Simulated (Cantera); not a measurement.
Stirred combustor or abatement burner

A perfectly stirred reactor is fed with CO : H2 : CH4 : O2 : N2 : H2O = 1 : 0.079 : 0.084 : 0.472 : 1.77 : 0.34 (molar parts), at 3750 Torr; it is adiabatic with a 450 K inlet, and is followed from long to short residence time, starting on the burning branch (τ in s: 0.3, 0.11, 0.044, 0.017, 0.0064, 0.0025, 0.00094, 0.00036, 0.00014, 5.3e-05, 2e-05, 7.8e-06).

Computed with Cantera and GRI-Mech 3.0 (53 species, 325 reactions).

| τ (s) | T (K) | x CO | x H2 | x CH4 | x C2H | x CH2CO | x NO | x CO2 |
|---|---|---|---|---|---|---|---|---|
| 0.30 | 2194 | 0.119 | 0.0177 | 1.29e-6 | <1e-12 | 4.50e-9 | 9.80e-5 | 0.196 |
| 0.11 | 2192 | 0.119 | 0.0177 | 2.50e-6 | 2.54e-12 | 1.07e-8 | 0.000103 | 0.195 |
| 0.044 | 2189 | 0.119 | 0.0177 | 3.90e-6 | 7.06e-12 | 2.16e-8 | 0.000110 | 0.195 |
| 0.017 | 2184 | 0.120 | 0.0177 | 5.62e-6 | 1.68e-11 | 4.00e-8 | 0.000120 | 0.195 |
| 0.0064 | 2175 | 0.120 | 0.0178 | 8.03e-6 | 3.55e-11 | 6.68e-8 | 0.000128 | 0.194 |
| 0.0025 | 2161 | 0.121 | 0.0179 | 1.18e-5 | 6.78e-11 | 9.91e-8 | 0.000127 | 0.193 |
| 0.00094 | 2136 | 0.122 | 0.0181 | 1.89e-5 | 1.27e-10 | 1.37e-7 | 0.000115 | 0.191 |
| 0.00036 | 2096 | 0.125 | 0.0185 | 3.24e-5 | 2.28e-10 | 1.79e-7 | 9.47e-5 | 0.188 |
| 0.00014 | 2036 | 0.129 | 0.0190 | 6.06e-5 | 3.99e-10 | 2.32e-7 | 7.06e-5 | 0.182 |
| 5.3e-5 | 1944 | 0.137 | 0.0193 | 0.000133 | 6.93e-10 | 3.34e-7 | 4.63e-5 | 0.172 |
| 2.0e-5 | 1793 | 0.155 | 0.0177 | 0.000410 | 1.06e-9 | 7.52e-7 | 2.16e-5 | 0.149 |
| 7.8e-6 | 450 | 0.267 | 0.0211 | 0.0224 | <1e-12 | <1e-12 | <1e-12 | <1e-12 |
x: mole fraction; the columns are a selection and need not sum to one.
